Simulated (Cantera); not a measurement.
A Cantera script and what it prints.

```python
import numpy as np
import cantera as ct

gas_names = """
    B BF BF2 BF3 BH BHF2 BH2 BH3 BN B2 F F2 H HF H2 H2F2 H3F3 H4F4 H5F5 H6F6 H7F7 N NF NF2 NF3 NH NH2
    NH3 N2 N2H2 N2H4
""".split()
cond_names = """
    B(b) B(L) BN(s)
""".split()


# ... load() reads the species with a 1 bar reference pressure and builds the phases ...
atoms = {
    'BN': {'B': 1, 'N': 1},
    'NF3': {'N': 1, 'F': 3},
    'N2': {'N': 2},
    'H2': {'H': 2},
}
top_T = {'BN(s)': 3200}  # K; cautious upper limits of use, not melting points


# ... equilibrate(T, P, feed) seeds the gas with the atoms and calls Mixture.equilibrate('TP', solver="vcs", rtol=1e-11, max_steps=5000) ...
results = []
feed = {'BN': 1, 'NF3': 0.7, 'N2': 1.4, 'H2': 23}  # mol
P = 18  # Pa
for T in [1700, 1725, 1750, 1775, 1800, 1825, 1850, 1875, 1900, 1925, 1950, 1975, 2000]:
    mix = equilibrate(T, P, feed)
    results.append((T, P, feed, dict(zip(mix.species_names, mix.species_moles))))

top = {s: max(r[3][s] / sum(r[3][g] for g in gas_names) for r in results) for s in gas_names}
cols = sorted((s for s in top if top[s] > 0.0001), key=lambda s: -top[s])[:7]
seen = [c for c in cond_names if any(r[3].get(c, 0) > 1e-12 for r in results)]
print("log10 of partial pressures in bar; condensed amounts in mol")
print(f"{'T/K':>10s}" + "".join(f"{s[:9]:>10s}" for s in cols + seen))
for T, P, feed, n in results:
    ng = sum(n[g] for g in gas_names)
    print(f"{T:10.4g}" + "".join(f"{np.log10(max(n[s] / ng * P / 1e5, 1e-99)):10.3f}" for s in cols)
          + "".join(f"{n.get(c, 0):10.4g}" for c in seen))
```

Result:

```
log10 of partial pressures in bar; condensed amounts in mol
       T/K        H2         H        N2        HF        BF       BF2       BF3
      1700    -3.818    -5.741    -4.819    -5.378    -5.365    -5.807    -6.095
      1725    -3.820    -5.641    -4.820    -5.338    -5.342    -5.830    -6.195
      1750    -3.823    -5.545    -4.821    -5.305    -5.320    -5.859    -6.304
      1775    -3.826    -5.451    -4.822    -5.277    -5.301    -5.894    -6.422
      1800    -3.829    -5.360    -4.824    -5.254    -5.285    -5.934    -6.546
      1825    -3.832    -5.272    -4.825    -5.236    -5.271    -5.978    -6.676
      1850    -3.836    -5.187    -4.827    -5.221    -5.259    -6.026    -6.810
      1875    -3.840    -5.103    -4.829    -5.210    -5.250    -6.077    -6.948
      1900    -3.845    -5.023    -4.831    -5.201    -5.242    -6.131    -7.087
      1925    -3.851    -4.945    -4.834    -5.194    -5.237    -6.186    -7.228
      1950    -3.857    -4.869    -4.836    -5.190    -5.233    -6.242    -7.369
      1975    -3.865    -4.796    -4.840    -5.187    -5.230    -6.300    -7.509
      2000    -3.873    -4.725    -4.843    -5.185    -5.229    -6.358    -7.649
```

Cantera equilibrium calculation (NASA polynomials, part measured and part estimated; ideal gas, pure solids and liquids). The tables' values for BF2 are old estimates; treat these amounts as uncertain.
